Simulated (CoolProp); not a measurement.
The fluid at 293.15 K and 0.788 MPa flows at 0.15 m/s in a round tube of 10 mm bore and 0.25 µm roughness, fully developed (64/Re and Nu = 3.66 if laminar; Colebrook and Gnielinski if turbulent). The same conditions are run with several fluids, on thermodynamics alone (safety and materials aside).

Model: reference Helmholtz-energy equation of state of each fluid (n-butane: Bücker 2006; R245fa: Akasaka 2015; R142b: Lemmon 2006; c-C4F8 (RC318): Platzer 1990), in CoolProp. The equations of Platzer and Polt are older, rougher fits.

```
fluid           Reynolds number  Darcy friction factor  pressure drop (Pa/m)  heat-transfer coefficient (W/(m² K))  mass flow (kg/h)
--------------  ---------------  ---------------------  --------------------  ------------------------------------  ----------------
n-butane                   5190                    [?]                  24.1                                   351              24.6
R245fa                     4800                 0.0379                  57.7                                   334              57.4
R142b                      6900                 0.0342                  43.3                                   365              47.7
c-C4F8 (RC318)              [?]                    [?]                  61.5                                   299               [?]
```

Q: Some entries are withheld; supply them.

A: 
- n-butane, Darcy friction factor: 0.0370
- c-C4F8 (RC318), Reynolds number: 5770
- c-C4F8 (RC318), Darcy friction factor: 0.0359
- c-C4F8 (RC318), mass flow (kg/h): 64.5

Transport values come from each fluid's own correlations; those of R245fa, R142b, c-C4F8 (RC318) are estimates that may be off by 10 % or more.
